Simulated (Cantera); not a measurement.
CO2 + H2O + N2 (abatement and gas-phase synthesis)

Feed: 1 mol CO2, 0.3 mol H2O, a varied amount of N2, equilibrated at 3375 K and 18000 Pa.

Method: chemical equilibrium by Gibbs-energy minimisation in Cantera with the NASA 1993 tables (ideal gas, pure condensed phases). Candidate condensed phases: C, C6H6, C7H8, C8H18, H2O; 136 gas species. The numbers say what is thermodynamically allowed, not how fast it happens.

From 2.9 mol N2 to 22 mol N2 nothing is condensed. The main C-bearing gas is CO throughout.

| n(N2) (mol) | x N2 | x CO | x O | x H | x O2 | x NO | x OH | x CO2 |
|---|---|---|---|---|---|---|---|---|
| 2.9 | 0.527 | 0.175 | 0.137 | 0.0777 | 0.0266 | 0.0208 | 0.0167 | 0.0109 |
| 3.4 | 0.565 | 0.160 | 0.127 | 0.0726 | 0.0232 | 0.0201 | 0.0146 | 0.00927 |
| 4.1 | 0.609 | 0.143 | 0.117 | 0.0665 | 0.0194 | 0.0191 | 0.0122 | 0.00760 |
| 4.8 | 0.644 | 0.130 | 0.108 | 0.0615 | 0.0165 | 0.0181 | 0.0104 | 0.00636 |
| 5.7 | 0.681 | 0.116 | 0.0981 | 0.0560 | 0.0137 | 0.0170 | 0.00866 | 0.00517 |
| 6.8 | 0.717 | 0.102 | 0.0885 | 0.0506 | 0.0112 | 0.0157 | 0.00706 | 0.00413 |
| 8 | 0.747 | 0.0910 | 0.0801 | 0.0458 | 0.00915 | 0.0145 | 0.00578 | 0.00332 |
| 9.5 | 0.777 | 0.0799 | 0.0717 | 0.0410 | 0.00733 | 0.0133 | 0.00463 | 0.00261 |
| 11 | 0.801 | 0.0713 | 0.0650 | 0.0371 | 0.00601 | 0.0122 | 0.00379 | 0.00210 |
| 13 | 0.825 | 0.0623 | 0.0577 | 0.0329 | 0.00475 | 0.0110 | 0.00300 | 0.00163 |
| 16 | 0.852 | 0.0524 | 0.0495 | 0.0282 | 0.00350 | 0.00960 | 0.00220 | 0.00118 |
| 19 | 0.872 | 0.0452 | 0.0434 | 0.0247 | 0.00268 | 0.00851 | 0.00169 | 0.000893 |
| 22 | 0.887 | 0.0398 | 0.0387 | 0.0219 | 0.00213 | 0.00764 | 0.00134 | 0.000699 |
x: gas mole fraction; nothing condenses.
